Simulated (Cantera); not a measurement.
**Ignition delay**

Mixture: CH₄ : H₂ : O₂ : N₂ = 1 : 0.15 : 0.988 : 2.47 (molar parts), at 0.533 atm, adiabatic and at constant pressure. Ignition delay is the time to a rise of 400 K.

Detailed kinetics in Cantera: GRI-Mech 3.0 (53 species, 325 reactions). Below about 1000 K GRI-Mech 3.0 lacks low-temperature oxidation paths. Below about 950 K walls govern HO2 and H2O2 in real vessels.

| T0 (K) | delay (ms) |
|---|---|
| 923 | 533 |
| 973 | 297 |
| 1023 | 168 |
| 1073 | 94.1 |
| 1123 | 52.3 |
| 1173 | 29.1 |
| 1223 | 16.3 |

```yaml
apparent activation energy between 1123 and 1223 K: 130 kJ/mol
```
